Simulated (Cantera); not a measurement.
Feed: 1 mol CaO, 48 mol HCl, held at 1173 K.

Equilibrium computed with Cantera from the NASA thermochemical tables; the gas is ideal and each condensed phase is pure. Candidate condensed phases: Ca, CaCl2, CaO, Ca(OH)2, H2O; 21 gas species. Condensed phases not in the tables: oxide chlorides. Kinetics and transport are ignored.

x: gas mole fraction; n: condensed amount in mol.

```tsv
P (Pa)	x HCl	x H2O	x CaCl2	x Cl	x H2	x Cl2	n CaCl2(l)
1	0.956	0.0208	0.0208	?	0.000625	1.24e-6	0
5.20	0.957	0.0208	0.0208	?	0.000362	2.15e-6	0
27	0.965	0.0210	0.0137	?	0.000212	3.72e-6	0.348
140	0.976	0.0212	0.00264	?	0.000126	6.39e-6	0.876
720	0.978	0.0213	0.000513	?	7.78e-5	1.04e-5	0.976
3700	0.978	0.0213	9.98e-5	?	5.20e-5	1.56e-5	0.995
19000	0.979	0.0213	1.94e-5	?	3.92e-5	2.07e-5	0.999
100000	0.979	0.0213	3.69e-6	?	3.32e-5	2.44e-5	1.000
```

**Question.** Fill in the missing entries.

**Answer.** 
- 1, x Cl: 0.00125
- 5.20, x Cl: 0.000719
- 27, x Cl: 0.000416
- 140, x Cl: 0.000239
- 720, x Cl: 0.000135
- 3700, x Cl: 7.27e-5
- 19000, x Cl: 3.70e-5
- 100000, x Cl: 1.75e-5
